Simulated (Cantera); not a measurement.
An isothermal, constant-pressure homogeneous reactor starts with CH4 : N2 = 1 : 5 (molar parts), at 1550 K and 0.500 bar.

Computed with Cantera and GRI-Mech 3.0 (53 species, 325 reactions). GRI-Mech 3.0 stops at C3 and has no aromatics, soot or wall deposition, so with more carbon than oxygen in the feed, carbon stays in small species such as C2H2 where larger ones or solid carbon would form.

x: mole fraction; the columns are a selection and need not sum to one.

```csv
t (s),x CH4,x CH2,x H,x C2H6,x C2H,x C2H2,x H2
2.00e-5,0.167,3.32e-12,4.28e-8,3.32e-10,<1e-12,<1e-12,1.55e-6
0.000100,0.167,6.94e-11,4.33e-8,4.21e-8,<1e-12,6.32e-12,7.97e-6
0.000502,0.167,1.33e-9,5.33e-8,4.19e-6,<1e-12,4.86e-9,4.32e-5
0.00252,0.166,8.40e-9,1.29e-7,0.000104,1.77e-12,1.99e-6,0.000353
0.0126,0.161,?,?,?,1.48e-10,?,?
0.0632,0.136,1.93e-8,3.56e-6,0.000262,2.51e-9,0.0101,0.0365
0.317,0.0835,9.36e-9,8.62e-6,6.77e-5,7.14e-9,0.0346,0.106
1.59,0.0265,3.58e-9,1.57e-5,7.10e-6,1.32e-8,0.0591,0.179
7.96,0.00695,1.19e-9,2.01e-5,8.56e-7,1.68e-8,0.0673,0.204
39.9,0.00609,1.07e-9,2.03e-5,7.41e-7,1.70e-8,0.0677,0.205
200,0.00609,1.07e-9,2.03e-5,7.41e-7,1.70e-8,0.0677,0.205
```

Q: Fill in the missing entries.

A: 
- 0.0126, x CH2: 2.73e-8
- 0.0126, x H: 7.73e-7
- 0.0126, x C2H6: 0.000469
- 0.0126, x C2H2: 0.000351
- 0.0126, x H2: 0.00467
